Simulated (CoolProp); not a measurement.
CH2F2 (R32) along the isobar 335 bar: fugacity coefficient from the reference equation and from simpler models built on Tc = 351.3 K, pc = 57.83 bar, ω = 0.277; each cubic takes its own stable root.

Model: reference Helmholtz-energy equation of state, Tillner-Roth 1997, in CoolProp.

```csv
T (K),phase,reference,Redlich-Kwong,Soave-Redlich-Kwong
340.6,liquid,0.1685,0.2201,(withheld)
346.9,liquid,0.1849,0.2368,0.2339
353.2,supercritical,0.2020,0.2537,(withheld)
359.5,supercritical,0.2196,0.2709,0.2769
365.7,supercritical,0.2374,0.2880,0.2989
372,supercritical,0.2560,0.3055,0.3216
378.3,supercritical,0.2749,0.3231,0.3446
384.6,supercritical,0.2941,0.3407,0.3679
390.9,supercritical,(withheld),0.3583,0.3913
397.2,supercritical,0.3332,0.3758,0.4148
403.5,supercritical,0.3529,(withheld),0.4382
409.8,supercritical,0.3727,0.4106,0.4616
416.1,supercritical,0.3925,0.4278,0.4848
422.4,supercritical,0.4122,0.4448,0.5077
428.7,supercritical,0.4318,0.4616,0.5304
435,supercritical,0.4512,0.4781,0.5527
```

Question: What belongs in the gaps?

Answer: 
- 340.6, Soave-Redlich-Kwong: 0.2133
- 353.2, Soave-Redlich-Kwong: 0.2551
- 390.9, reference: 0.3135
- 403.5, Redlich-Kwong: 0.3933
